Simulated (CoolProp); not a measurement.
Values from CoolProp's reference Helmholtz-energy equation of state, Thol 2016.

Question: For hexamethyldisiloxane (MM), give the phase and the Z, cv (kJ/(kg K)), speed of sound (m/s), isothermal compressibility (1/MPa) at 289.6 K and 101 kPa.

Answer: 
- 289.6 K and 101 kPa: liquid; Z 0.00886, cv 1.52, speed of sound 905, isothermal compressibility 0.00196
